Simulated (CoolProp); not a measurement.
Vapour-liquid equilibrium of R113 (1) + n-hexane (2) at 425 K; x and y are mole fractions of (1).

Values from CoolProp's multi-fluid Helmholtz-energy mixture model, Marx 1992 and Thol 2019; pair parameters Bell 2016.

Task: Give the bubble pressure and the first vapour's composition at x = 0.65, 0.8, 0.95. Is there an azeotrope?

Result: x = 0.65: 1137 kPa, y = 0.714; x = 0.8: 1195 kPa, y = 0.836; x = 0.95: 1246 kPa, y = 0.958. No azeotrope shows between x = 0.05 and 0.95.

Pair parameters are fitted to limited data, so mixtures are less certain than the pure fluids.
